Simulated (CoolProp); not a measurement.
Vapour-liquid equilibrium of R113 (1) + n-hexane (2) at 1.62 MPa; x and y are mole fractions of (1).

The numbers come from the multi-fluid Helmholtz-energy mixture model, Marx 1992 and Thol 2019; pair parameters Bell 2016 in CoolProp.

```csv
x,"bubble temperature, mixture model (°C)","bubble temperature, Raoult's law (°C)","y, mixture model","y, Raoult's law"
0.05,190.9,191.6,0.070,0.075
0.15,186.8,188.4,0.199,0.214
0.25,183.2,185.4,0.316,0.340
0.35,180.0,182.5,0.423,0.455
0.45,177.1,179.7,0.521,0.560
0.55,174.6,177.0,0.614,0.656
0.65,172.3,174.5,0.703,0.744
0.75,170.3,172.0,0.788,0.825
0.85,168.5,169.7,0.873,0.899
0.95,167.0,167.4,0.957,0.968
```

The largest gap from Raoult's law is -2.6 K in bubble temperature, at x = 0.45. No azeotrope shows between x = 0.05 and 0.95.

The pair parameters rest on a limited set of measurements; away from them the model extrapolates.
